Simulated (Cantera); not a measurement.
Input: 1 mol TiCl4, 3.8 mol H2O, equilibrated at 1473.15 K and 0.480 bar.

Equilibrium computed with Cantera from the NASA thermochemical tables; the gas is ideal and each condensed phase is pure. Candidate condensed phases: H2O, Ti, TiCl2, TiCl3, TiCl4, TiO, TiO2, Ti2O3, Ti3O5, Ti4O7; 23 gas species. Gases not in the tables: TiO(OH)2. Rates play no part.

Base state: HCl 0.689, H2O 0.310, Cl 0.000549, H2 0.000346, Cl2 6.13e-5 (mole fractions); condensed: TiO2(rutile).

Question: What changes in the equilibrium state with this change: pressure from 0.480 bar to 62.0 Pa?

Answer: 
```
species              before    after
-----------------  --------  -------
HCl                   0.689    0.682
H2O                   0.310    0.309
Cl                 0.000549  0.00534
H2                 0.000346  0.00278
H                   3.40e-7  2.68e-5
O2                  2.89e-6  3.45e-5
OH                  7.95e-6  7.78e-5
Cl2                 6.13e-5  7.50e-6
TiO2(rutile), mol     1.000     1.00
```
